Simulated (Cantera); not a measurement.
## Equilibrium for chemical vapour transport: Fe₃O₄ + H₂O + HCl

Input: 1 mol Fe₃O₄, 0.95 mol H₂O, 0.023 mol HCl, held at 10.0 mbar.

Method: chemical equilibrium by Gibbs-energy minimisation in Cantera with the NASA 1993 tables (ideal gas, pure condensed phases). Candidate condensed phases: Fe, FeCl₂, FeCl₃, FeO, Fe(OH)₂, Fe(OH)₃, Fe₂O₃, Fe₃O₄, H₂O; 22 gas species. The numbers say what is thermodynamically allowed, not how fast it happens.

```json
[
 {"T (°C)": "1177", "log p H₂O": "-2.01", "log p HCl": "-3.63", "log p H₂": "-5.24", "log p O₂": "-5.59", "log p OH": "-6.04", "n Fe₃O₄(s)": "1.000"},
 {"T (°C)": "1202", "log p H₂O": "-2.01", "log p HCl": "-3.63", "log p H₂": "-5.14", "log p O₂": "-5.49", "log p OH": "-5.91", "n Fe₃O₄(s)": "1.000"},
 {"T (°C)": "1227", "log p H₂O": "-2.01", "log p HCl": "-3.63", "log p H₂": "-5.04", "log p O₂": "-5.39", "log p OH": "-5.79", "n Fe₃O₄(s)": "1.000"},
 {"T (°C)": "1252", "log p H₂O": "-2.01", "log p HCl": "-3.63", "log p H₂": "-4.94", "log p O₂": "-5.30", "log p OH": "-5.67", "n Fe₃O₄(s)": "1.000"},
 {"T (°C)": "1277", "log p H₂O": "-2.01", "log p HCl": "-3.63", "log p H₂": "-4.85", "log p O₂": "-5.21", "log p OH": "-5.56", "n Fe₃O₄(s)": "1.000"},
 {"T (°C)": "1302", "log p H₂O": "-2.01", "log p HCl": "-3.63", "log p H₂": "-4.76", "log p O₂": "-5.12", "log p OH": "-5.45", "n Fe₃O₄(s)": "1.000"},
 {"T (°C)": "1327", "log p H₂O": "-2.01", "log p HCl": "-3.64", "log p H₂": "-4.67", "log p O₂": "-5.04", "log p OH": "-5.35", "n Fe₃O₄(s)": "1.000"},
 {"T (°C)": "1352", "log p H₂O": "-2.01", "log p HCl": "-3.64", "log p H₂": "-4.59", "log p O₂": "-4.95", "log p OH": "-5.25", "n Fe₃O₄(s)": "1.000"},
 {"T (°C)": "1377", "log p H₂O": "-2.01", "log p HCl": "-3.64", "log p H₂": "-4.51", "log p O₂": "-4.87", "log p OH": "-5.15", "n Fe₃O₄(s)": "1.000"},
 {"T (°C)": "1402", "log p H₂O": "-2.01", "log p HCl": "-3.64", "log p H₂": "-4.43", "log p O₂": "-4.79", "log p OH": "-5.05", "n Fe₃O₄(s)": "1.000"}
]
```
log p: log10 of the partial pressure in bar; n: condensed amount in mol.

From 1177 °C to 1402 °C the condensed part is Fe₃O₄(s). The main Fe-bearing gas is FeCl₂ throughout.
